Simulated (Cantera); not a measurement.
## Catalytic stagnation flow on Pt

A jet of H2 : O2 : N2 = 0.013 : 0.082 : 0.79 (molar parts), equivalence ratio 0.079 at 300 K and 71.3 Torr hits a platinum plate 4.1 cm away at a mass flux of 0.11 kg/m²/s; the plate temperature is set and raised in steps from an oxygen-covered start.

Detailed kinetics in Cantera: Deutschmann's 1995 Pt surface mechanism with GRI-Mech 3.0 gas chemistry. Catalytic surfaces can have several steady states; this one follows from the mechanism file's or the stated starting coverage.

```csv
plate T (K),wall x H2,wall x O2,wall x H2O,wall x OH,θ free Pt,θ O*,θ OH*
700,0.00209,0.0790,0.0244,<1e-8,0.0552,0.943,0.00218
750,0.00171,0.0787,0.0250,<1e-8,0.0722,0.926,0.00181
800,0.00124,0.0782,0.0257,<1e-8,0.107,0.892,0.00165
850,0.000901,0.0779,0.0262,1.03e-8,0.157,0.842,0.00152
900,0.000680,0.0777,0.0265,3.28e-8,0.216,0.783,0.00138
950,0.000545,0.0776,0.0266,8.92e-8,0.281,0.718,0.00123
```
x: mole fraction at the wall; θ: surface coverage.
